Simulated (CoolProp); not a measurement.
R125 at 293.15 K and 0.779 MPa is compressed adiabatically to 4.23 MPa with isentropic efficiency 0.85. Each further row changes one setting.

Model: reference Helmholtz-energy equation of state, Lemmon 2005, in CoolProp.

| case | work (kJ/kg) | final temperature (K) | final density (kg/m³) |
|---|---|---|---|
| as stated | 33.1 | 367.7 | 270 |
| efficiency 1 | 28.2 | 364.4 | 283 |
| efficiency 0.65 | 43.3 | 374.9 | 248 |
